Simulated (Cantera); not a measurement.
## Transport properties of process gases

Gas mixture: 100 % NO, at 0.390 Torr, frozen composition.

Cantera's kinetic-theory transport with the Lennard-Jones parameters of GRI-Mech 3.0, ideal gas; thermal conductivity in the multicomponent form.

```
T (K)  ρ (kg/m³)  cp (J/kg/K)  μ (µPa s)  λ (mW/m/K)     Pr  D (cm²/s) NO  D (cm²/s) CH3  D (cm²/s) H
-----  ---------  -----------  ---------  ----------  -----  ------------  -------------  -----------
400     0.000469        998.6       23.1        32.5  0.711         0.000            722         3960
500     0.000375         1016       27.0        38.7  0.709         0.000           1060         5830
600     0.000313         1041       30.6        45.0  0.708         0.000           1450         7970
700     0.000268         1067       34.0        51.2  0.708         0.000           1890        10400
800     0.000235         1092       37.1        57.3  0.708         0.000           2370        13000
900     0.000209         1114       40.1        63.1  0.707         0.000           2880        15800
```
D: mixture-averaged diffusion coefficient of that species in the mixture.
